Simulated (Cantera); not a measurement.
Standard-state values (1 bar) from the NASA 1993 polynomials, evaluated with Cantera. Values are per mole of reaction as written; species without (g) are pure solids or liquids, kept so even where they would boil at 1 bar.

Question: Between 300 and 2475 K, where is each reaction favourable under standard conditions?
- N2O(g) + V2O4 → V2O3 + 2 NO(g)

Answer: 
- N2O(g) + V2O4 → V2O3 + 2 NO(g): ΔG° is 251 kJ at 300 K and -69 kJ at 2475 K; it changes sign between 300 and 2075 K. ΔH° is 275 kJ and ΔS° 139 J/K at 2475 K.
